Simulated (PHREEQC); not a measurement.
## Acid mine or pickling water

Model water analysis in mg/kgw, 25 °C, pH 3.78, pe 12.7: Na 2950; K 259; Ca 150; Mg 28.8; Cl 1250; S(6) as SO4 5440; N(5) as NO3 2.7.

Valence states are taken as typed.

The numbers come from PHREEQC with the ion-association model, phreeqc.dat.

This is a speciation only: nothing precipitates in the calculation.

Task: What ionic strength, charge-balance error, specific conductance does the model give?

Result: ionic strength 0.181 mol/kgw; charge-balance error -1.2 %; specific conductance 12300 µS/cm.

Task: In which forms is Ca present?

Result: Ca+2 56 %, CaSO4 44 % of the Ca.
